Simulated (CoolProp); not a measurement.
Vapour-liquid equilibrium of CH2F2 (R32) (1) + R152A (2) at 275.8 K; x and y are mole fractions of (1).

Model: multi-fluid Helmholtz-energy mixture model, Tillner-Roth 1997 and Outcalt 1996; pair parameters Bell 2016, in CoolProp.

Give the bubble pressure and the first vapour's composition at x = 0.25, 0.35, 0.65. Is there an azeotrope?

x = 0.25: 0.4356 MPa, y = 0.475; x = 0.35: 0.4936 MPa, y = 0.590; x = 0.65: 0.6696 MPa, y = 0.826. No azeotrope shows between x = 0.05 and 0.95.

The pair parameters rest on a limited set of measurements; away from them the model extrapolates.
